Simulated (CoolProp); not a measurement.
Values from CoolProp's reference Helmholtz-energy equation of state, Lemmon 2006. It is a short technical equation, of lower accuracy than the large ones.

Question: For C3F8 (R218), give the phase and the density (kg/m³), isothermal compressibility (1/MPa), conductivity (mW/(m K)) at 166.85 °C and 11.4 MPa.

Answer: 
- 166.85 °C and 11.4 MPa: supercritical; density 797, isothermal compressibility 0.0547, conductivity 38.0

Thermal conductivity comes from a separate model (Huber 2003), an estimate that may be off by 10 % or more.
